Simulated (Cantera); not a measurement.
# Pyrogenic steam for wet oxidation

An isothermal, constant-pressure homogeneous reactor starts with H2 : O2 : N2 = 1.6 : 1 : 3.2 (molar parts), at 1025 K and 750 Torr.

Model: the H2/O2 subset of GRI-Mech 3.0, which has no nitrogen chemistry, integrated in Cantera. The temperature is held fixed by assumption; the heat of reaction is taken as removed at once.

```csv
t (s),x H2,x O2,x O,x H2O2,x H,x OH
3.00e-5,0.276,0.172,9.99e-10,2.72e-11,7.31e-9,3.55e-10
6.68e-5,0.276,0.172,2.53e-8,8.84e-10,1.83e-7,8.96e-9
0.000149,0.275,0.172,4.83e-5,3.01e-6,0.000362,2.96e-5
0.000332,0.0686,0.0728,6.18e-5,1.87e-5,0.000255,7.32e-5
0.000739,0.0646,0.0709,3.52e-7,8.85e-5,1.45e-6,3.70e-7
0.00165,0.0643,0.0707,4.21e-7,0.000120,1.74e-6,4.31e-7
0.00367,0.0631,0.0701,6.16e-7,0.000171,2.54e-6,6.73e-7
0.00818,0.0592,0.0682,8.40e-7,0.000228,3.40e-6,9.89e-7
0.0182,0.0500,0.0638,8.37e-7,0.000218,3.14e-6,1.04e-6
0.0406,0.0348,0.0566,7.11e-7,0.000161,2.23e-6,9.68e-7
0.0904,0.0167,0.0480,5.34e-7,8.71e-5,1.13e-6,8.81e-7
0.201,0.00418,0.0420,2.44e-7,2.31e-5,2.64e-7,6.94e-7
0.449,0.000680,0.0403,3.40e-8,2.10e-6,2.18e-8,3.15e-7
1.00,0.000142,0.0401,3.48e-9,1.70e-7,1.91e-9,1.21e-7
```
x: mole fraction; the columns are a selection and need not sum to one.

Equilibrium at this temperature and pressure: H2 2.91e-10, O2 0.0400, O 6.64e-11, H2O2 2.46e-10, H <1e-12, OH 2.20e-7 (gas phase only).
